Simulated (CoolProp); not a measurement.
Saturation properties of R245ca (Tc = 447.6 K, pc = 3.941 MPa, ω = 0.355).

Values from CoolProp's reference Helmholtz-energy equation of state, Zhou 2016.

```csv
T (K),p (MPa),vapour density (kg/m³),liquid cp (kJ/(kg K)),surface tension (mN/m)
312.6,0.1700,9.293,1.403,14.4
321,0.2251,12.14,1.418,13.3
329.5,0.2940,15.69,1.435,12.3
337.9,0.3768,19.95,1.453,11.2
346.3,0.4763,25.10,1.473,10.1
354.8,0.5961,31.37,1.496,9.09
363.2,0.7355,38.78,1.521,8.07
371.7,0.9001,47.76,1.551,7.07
380.1,1.089,58.38,1.585,6.10
388.6,1.308,71.30,1.628,5.14
397,1.557,86.76,1.681,4.23
```

It boils at 298.4 K under 1 atm.

Surface tension comes from a separate correlation (Mulero 2012).
